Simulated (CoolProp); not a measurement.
A single-stage vapour-compression cycle with hydrogen sulfide: evaporating at 211.15 K (dew point), condensing at 278.15 K (bubble point), superheat 5 K, subcooling 0 K, compressor efficiency 0.85, no pressure losses. Each further row changes one setting.

Model: reference Helmholtz-energy equation of state, Lemmon 2006, in CoolProp. It is a short technical equation, of lower accuracy than the large ones.

```tsv
case	cooling COP	pressure ratio	discharge temperature (K)	refrigerating effect (kJ/kg)	volumetric capacity (kJ/m³)
as stated	1.94	12.8	434.1	417	750
evaporating temperature 216.15 K	2.21	9.98	416.0	421	955
condensing temperature 273.15 K	2.15	11.1	418.4	428	769
subcooling 5 K	1.99	12.8	434.1	428	768
superheat 15 K	1.90	12.8	452.8	427	732
compressor efficiency 0.75	1.71	12.8	460.0	417	750
```
